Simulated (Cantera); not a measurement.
Feed: 1 mol Si3N4, 48 mol Cl2, 1.1 mol N2, held at 702 °C and 0.00120 bar.

Method: chemical equilibrium by Gibbs-energy minimisation in Cantera with the NASA 1993 tables (ideal gas, pure condensed phases). Candidate condensed phases: Si, Si3N4; 13 gas species. The numbers say what is thermodynamically allowed, not how fast it happens.

Base state: Cl2 0.867, N2 0.0642, SiCl4 0.0621, Cl 0.00711 (mole fractions); condensed: gas only.

### Question
What changes in the equilibrium state with this change: temperature from 702 °C to 550 °C?

### Answer
```
species   before     after
-------  -------  --------
Cl2        0.867     0.873
N2        0.0642    0.0644
SiCl4     0.0621    0.0624
Cl       0.00711  0.000425
```
